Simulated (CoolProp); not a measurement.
A single-stage vapour-compression cycle with the fluid: evaporating at 312.15 K (dew point), condensing at 354.15 K (bubble point), superheat 10 K, subcooling 5 K, compressor efficiency 0.85, no pressure losses. The same conditions are run with several fluids, on thermodynamics alone (safety and materials aside).

The numbers come from the reference Helmholtz-energy equation of state of each fluid (n-butane: Bücker 2006; n-pentane: Thol 2019; dimethyl ether: Wu 2011; R142b: Lemmon 2006; chlorine: Thol 2021; neopentane: Lemmon 2006) in CoolProp.

| fluid | cooling COP | pressure ratio | discharge temperature (K) | refrigerating effect (kJ/kg) | volumetric capacity (kJ/m³) |
|---|---|---|---|---|---|
| n-butane | 5.27 | 2.81 | 359.6 | 267 | 2340 |
| n-pentane | 5.47 | 3.37 | 355.5 | 281 | 885 |
| dimethyl ether | 5.14 | 2.62 | 374.5 | 298 | 5130 |
| R142b | 5.23 | 2.77 | 366.9 | 149 | 3200 |
| chlorine | 5.17 | 2.47 | 413.6 | 203 | 6810 |
| neopentane | 5.17 | 2.87 | 354.1 | 217 | 1660 |

The compression ends wet for: neopentane.
